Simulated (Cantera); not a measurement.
A closed system holds: 1 mol Pb, 27 mol H2O, 1.8 mol N2, held at 1123 K and 18000 Torr.

Equilibrium computed with Cantera from the NASA thermochemical tables; the gas is ideal and each condensed phase is pure. Candidate condensed phases: H2O, Pb, PbO, PbO2, Pb3O4; 27 gas species. Mutual solubility and eutectic melting of coexisting phases are not modelled. Rates play no part.

Base state: H2O 0.937, N2 0.0625, H2 0.000208 (mole fractions); condensed: Pb(l) + PbO(yellow).

Task: What changes in the equilibrium state with this change: temperature from 1123 K to 1998.15 K?

Result: 
```
species             before     after
----------------  --------  --------
H2O                  0.937     0.896
N2                  0.0625    0.0604
Pb                 7.61e-6    0.0237
H2                0.000208   0.00990
OH                 2.91e-9  0.000294
Pb2                  <1e-9   6.60e-5
H                    <1e-9   3.26e-5
O2                   <1e-9   2.76e-5
NO                   <1e-9   2.42e-5
Pb(l), mol           0.994         0
PbO(yellow), mol   0.00597         0
```
Gases not in the tables: (PbO)n polymers.
